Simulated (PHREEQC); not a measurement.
A solution holds 0.26 mol/kgw HNO3, 7.4e-05 mol/kgw H4SiO4 and 0.14 mol/kgw KH2PO4, at 25 °C. Closed to the air; pH follows from the charge balance.

All values are PHREEQC results (ion-association model, phreeqc.dat), not measurements.

```json
[
 {"quantity": "pH", "before": "0.98", "after": "0.69"},
 {"quantity": "ionic strength (mol/kgw)", "before": "0.272", "after": "0.260"},
 {"quantity": "SI of Quartz (SiO2)", "before": "-0.11", "after": "-0.12"}
]
```

Q: Name the change that produced these shifts.
(A) temperature from 25 to 65 °C
(B) temperature from 25 to 15 °C
(C) KH2PO4 from 0.14 to 0.07 mol/kgw
(D) diluted 5-fold with water
(E) KH2PO4 left out

A: E, KH2PO4 left out

This is a speciation only: nothing precipitates in the calculation.
